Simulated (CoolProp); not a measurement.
Vapour-liquid equilibrium of ethylene (1) + propylene (2) at -13.55 °C; x and y are mole fractions of (1).

Values from CoolProp's multi-fluid Helmholtz-energy mixture model, Smukala 2000 and Lemmon 2013; pair parameters Bell 2016.

### Question
Give the bubble pressure and the first vapour's composition at x = 0.45, 0.55, 0.75. Is there an azeotrope?

### Answer
x = 0.45: 1434 kPa, y = 0.807; x = 0.55: 1679 kPa, y = 0.854; x = 0.75: 2197 kPa, y = 0.924. No azeotrope shows between x = 0.05 and 0.95.

The pair parameters rest on a limited set of measurements; away from them the model extrapolates.
